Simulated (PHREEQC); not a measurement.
# Reverse-osmosis permeate (model solution)

A made-up water analysis in mg/L, 15 °C, pH 6.98, pe -0.1: Na 0.0239; K 1.13; Ca 2.41; Mg 0.618; Cl 1.93; S(6) as SO4 2.48; Alkalinity as HCO3 5.81; Fe(2) 0.00994; N(-3) as NH4 0.0122.

Valence states are taken as typed.

Equilibrium calculation in PHREEQC: ion-association model, wateq4f.dat.

| Property | Value |
|---|---|
| ionic strength | 0.000312 mol/kgw |
| charge-balance error | 0.2 % |

| species | molality | activity | log γ |
|---|---|---|---|
| HCO3- | 9.51e-5 | 9.33e-5 | -0.009 |
| Ca+2 | 5.98e-5 | 5.53e-5 | -0.034 |
| Cl- | 5.44e-5 | 5.34e-5 | -0.009 |
| K+ | 2.89e-5 | 2.83e-5 | -0.009 |
| CO2 | 2.56e-5 | 2.56e-5 | 0.000 |
| SO4-2 | 2.55e-5 | 2.35e-5 | -0.034 |
| Mg+2 | 2.53e-5 | 2.34e-5 | -0.034 |
| Na+ | 1.04e-6 | 1.02e-6 | -0.009 |
| NH4+ | 6.74e-7 | 6.61e-7 | -0.009 |
| CaSO4 | 2.36e-7 | 2.36e-7 | 0.000 |

No solid was allowed to form.
